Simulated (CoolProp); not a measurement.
Vapour-liquid equilibrium of n-hexane (1) + ethylbenzene (2) at 89.25 °C; x and y are mole fractions of (1).

Model: multi-fluid Helmholtz-energy mixture model, Thol 2019 and Zhou 2012; pair parameters Bell 2016, in CoolProp.

Question: Give the bubble pressure and the first vapour's composition at x = 0.15, 0.55, 0.95. Is there an azeotrope?

Answer: x = 0.15: 54.95 kPa, y = 0.624; x = 0.55: 119.1 kPa, y = 0.894; x = 0.95: 177.3 kPa, y = 0.990. No azeotrope shows between x = 0.05 and 0.95.

Pair parameters are fitted to limited data, so mixtures are less certain than the pure fluids.
